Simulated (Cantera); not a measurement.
A perfectly stirred reactor is fed with CH4 : N2 = 1 : 11 (molar parts), at 9.75 Torr; it is held at 1500 K, and followed from long to short residence time.

Computed with Cantera and GRI-Mech 3.0 (53 species, 325 reactions). GRI-Mech 3.0 stops at C3 and has no aromatics, soot or wall deposition, so with more carbon than oxygen in the feed, carbon stays in small species such as C2H2 where larger ones or solid carbon would form. Radical loss at walls, strong at low pressure, is not modelled.

**Question.** What does this change do: pressure from 9.75 Torr to 0.270 Torr?

**Answer.** 
| quantity | before | after |
|---|---|---|
| x(CH4) at τ = 26.0 s | 0.0292 | 0.0732 |
| x(C2H4) at τ = 26.0 s | 0.000212 | 0.00132 |
| x(HCN) at τ = 26.0 s | 1.96e-7 | 3.33e-9 |
| x(C2H6) at τ = 26.0 s | 5.59e-6 | 1.71e-6 |
| x(CH2) at τ = 26.0 s | 2.77e-8 | 7.18e-8 |
| x(CH4) at τ = 0.160 s | 0.0830 | 0.0833 |
| x(C2H4) at τ = 0.160 s | 7.87e-5 | 2.46e-9 |
| x(HCN) at τ = 0.160 s | 2.25e-12 | <1e-12 |
| x(C2H6) at τ = 0.160 s | 4.18e-6 | 4.77e-11 |
| x(CH2) at τ = 0.160 s | 6.43e-9 | 7.81e-12 |

**Question.** What does this change do: N2 11 to 25 parts?

**Answer.** 
```csv
quantity,before,after
x(CH4) at τ = 26.0 s,0.0292,0.0139
x(C2H4) at τ = 26.0 s,0.000212,0.000120
x(HCN) at τ = 26.0 s,1.96e-7,3.14e-7
x(C2H6) at τ = 26.0 s,5.59e-6,2.77e-6
x(CH2) at τ = 26.0 s,2.77e-8,2.75e-8
x(CH4) at τ = 0.160 s,0.0830,0.0384
x(C2H4) at τ = 0.160 s,7.87e-5,1.61e-5
x(HCN) at τ = 0.160 s,2.25e-12,1.44e-12
x(C2H6) at τ = 0.160 s,4.18e-6,8.34e-7
x(CH2) at τ = 0.160 s,6.43e-9,2.81e-9
```
